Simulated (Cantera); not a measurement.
Feed: 1 mol SiO2, 460 mol H2, 29 mol N2, held at 1773.15 K and 1.33 mbar.

Cantera equilibrium calculation (NASA polynomials, part measured and part estimated; ideal gas, pure solids and liquids). Candidate condensed phases: H2O, Si, SiO2, Si2N2O, Si3N4; 35 gas species. The numbers say what is thermodynamically allowed, not how fast it happens.

Base state: H2 0.929, N2 0.0590, H 0.00752, SiO 0.00203, H2O 0.00203 (mole fractions); condensed: gas only.

Problem. What changes in the equilibrium state with this change: pressure from 1.33 mbar to 3.10 mbar?

Solution. 
```
species   before    after
-------  -------  -------
H2         0.929    0.932
N2        0.0590   0.0590
H        0.00752  0.00494
SiO      0.00203  0.00204
H2O      0.00203  0.00204
```

Problem. What changes in the equilibrium state with this change: pressure from 1.33 mbar to 3.40 mbar?

Solution. 
```json
[
 {"species": "H2", "before": "0.929", "after": "0.932"},
 {"species": "N2", "before": "0.0590", "after": "0.0590"},
 {"species": "H", "before": "0.00752", "after": "0.00472"},
 {"species": "SiO", "before": "0.00203", "after": "0.00204"},
 {"species": "H2O", "before": "0.00203", "after": "0.00204"}
]
```
